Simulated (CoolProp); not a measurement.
Computed with CoolProp (reference Helmholtz-energy equation of state, Wagner 2002).

**Question.** Give the vapour pressure (bar), vapour density (kg/m³), surface tension (mN/m), vapour viscosity (µPa s) of saturated water at 514.5, 539.8, 548.3 K.

**Answer.** 
| T (K) | p (bar) | vapour density (kg/m³) | surface tension (mN/m) | vapour viscosity (µPa s) |
|---|---|---|---|---|
| 514.5 | 34.3 | 17.2 | 27.9 | 17.1 |
| 539.8 | 52.2 | 26.5 | 21.9 | 18.1 |
| 548.3 | 59.6 | 30.6 | 19.9 | 18.4 |

Viscosity comes from a separate model (Huber 2009). Surface tension comes from a separate correlation (Mulero 2012).
